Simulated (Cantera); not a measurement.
A perfectly stirred reactor is fed with CH4 : O2 : N2 = 1 : 2.5 : 25 (molar parts), at 101000 Pa; it is adiabatic with a 750 K inlet, and is followed from long to short residence time, starting on the burning branch (τ in s: 0.13, 0.053, 0.021, 0.0083, 0.0033, 0.0013, 0.00051, 0.0002, 8e-05, 3.1e-05, 1.2e-05, 4.9e-06).

Detailed kinetics in Cantera: GRI-Mech 3.0 (53 species, 325 reactions).

**Question.** Predict: blow-out, bracketed by the residence times tried; x(CH4) at τ = 0.130 s; x(O2) at τ = 0.130 s; x(CO2) at τ = 0.130 s; x(C2H2) at τ = 0.130 s; x(CH2O) at τ = 0.130 s; x(CH4) at τ = 0.510 ms; x(O2) at τ = 0.510 ms.

**Answer.** 
```
Property                                                                       Result
------------------------------------------------  -----------------------------------
blow-out, bracketed by the residence times tried  burning at 1.30 ms, out at 0.510 ms
x(CH4) at τ = 0.130 s                                                         1.47e-5
x(O2) at τ = 0.130 s                                                           0.0177
x(CO2) at τ = 0.130 s                                                          0.0347
x(C2H2) at τ = 0.130 s                                                        3.59e-9
x(CH2O) at τ = 0.130 s                                                        1.37e-6
x(CH4) at τ = 0.510 ms                                                         0.0351
x(O2) at τ = 0.510 ms                                                          0.0877
```
